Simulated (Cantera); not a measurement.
A perfectly stirred reactor is fed with H₂ : O₂ : N₂ : H₂O = 1 : 0.385 : 1.45 : 0.18 (molar parts), equivalence ratio 1.3, at 1.00 atm; it is adiabatic with a 775 K inlet, and is followed from long to short residence time, starting on the burning branch (τ in s: 0.14, 0.049, 0.017, 0.0061, 0.0021, 0.00075, 0.00026, 9.2e-05, 3.2e-05).

Detailed kinetics in Cantera: GRI-Mech 3.0 (53 species, 325 reactions).

Q: What does this change do: inlet temperature 775 to 573 K?

A: 
```json
[
 {"quantity": "blow-out, bracketed by the residence times tried", "before": "burning at 32.0 µs, the shortest tried", "after": "burning at 32.0 µs, the shortest tried"},
 {"quantity": "x(H₂) at τ = 0.140 s", "before": "0.0885", "after": "0.0874"},
 {"quantity": "x(O₂) at τ = 0.140 s", "before": "0.000582", "after": "0.000221"},
 {"quantity": "x(H₂O) at τ = 0.140 s", "before": "0.350", "after": "0.355"},
 {"quantity": "x(OH) at τ = 0.140 s", "before": "0.00622", "after": "0.00342"},
 {"quantity": "x(NO) at τ = 0.140 s", "before": "0.000938", "after": "0.000410"},
 {"quantity": "x(H₂) at τ = 2.10 ms", "before": "0.0897", "after": "0.0881"},
 {"quantity": "x(O₂) at τ = 2.10 ms", "before": "0.00235", "after": "0.00201"},
 {"quantity": "x(H₂O) at τ = 2.10 ms", "before": "0.337", "after": "0.342"},
 {"quantity": "x(OH) at τ = 2.10 ms", "before": "0.0111", "after": "0.00892"},
 {"quantity": "x(NO) at τ = 2.10 ms", "before": "0.000286", "after": "0.000118"}
]
```

Q: What does this change do: inlet temperature 775 to 425 K?

A: 
```json
[
 {"quantity": "blow-out, bracketed by the residence times tried", "before": "burning at 32.0 µs, the shortest tried", "after": "burning at 32.0 µs, the shortest tried"},
 {"quantity": "x(H₂) at τ = 0.140 s", "before": "0.0885", "after": "0.0871"},
 {"quantity": "x(O₂) at τ = 0.140 s", "before": "0.000582", "after": "0.000113"},
 {"quantity": "x(H₂O) at τ = 0.140 s", "before": "0.350", "after": "0.358"},
 {"quantity": "x(OH) at τ = 0.140 s", "before": "0.00622", "after": "0.00213"},
 {"quantity": "x(NO) at τ = 0.140 s", "before": "0.000938", "after": "0.000187"},
 {"quantity": "x(H₂) at τ = 2.10 ms", "before": "0.0897", "after": "0.0872"},
 {"quantity": "x(O₂) at τ = 2.10 ms", "before": "0.00235", "after": "0.00181"},
 {"quantity": "x(H₂O) at τ = 2.10 ms", "before": "0.337", "after": "0.344"},
 {"quantity": "x(OH) at τ = 2.10 ms", "before": "0.0111", "after": "0.00752"},
 {"quantity": "x(NO) at τ = 2.10 ms", "before": "0.000286", "after": "6.49e-5"}
]
```

Q: What does this change do: H2 1 to 1.4 parts?

A: 
| quantity | before | after |
|---|---|---|
| blow-out, bracketed by the residence times tried | burning at 32.0 µs, the shortest tried | burning at 32.0 µs, the shortest tried |
| x(H₂) at τ = 0.140 s | 0.0885 | 0.205 |
| x(O₂) at τ = 0.140 s | 0.000582 | 3.09e-5 |
| x(H₂O) at τ = 0.140 s | 0.350 | 0.310 |
| x(OH) at τ = 0.140 s | 0.00622 | 0.00175 |
| x(NO) at τ = 0.140 s | 0.000938 | 0.000123 |
| x(H₂) at τ = 2.10 ms | 0.0897 | 0.198 |
| x(O₂) at τ = 2.10 ms | 0.00235 | 0.000405 |
| x(H₂O) at τ = 2.10 ms | 0.337 | 0.303 |
| x(OH) at τ = 2.10 ms | 0.0111 | 0.00504 |
| x(NO) at τ = 2.10 ms | 0.000286 | 4.22e-5 |
